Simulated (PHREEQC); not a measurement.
Consider water at 25 °C with 7.3 mmol/kgw NH3, 0.086 mmol/kgw Sr(OH)2 and 1.6 mmol/kgw BaBr2. Closed to the air; pH follows from the charge balance.

All values are PHREEQC results (ion-association model, phreeqc.dat), not measurements.

This is a speciation only: nothing precipitates in the calculation.

Estimate the pH, ionic strength, specific conductance.

pH 10.64; ionic strength 0.00536 mol/kgw; specific conductance 531 µS/cm.

In which forms is N present?

NH3 96 %, NH4+ 4.2 % of the N.
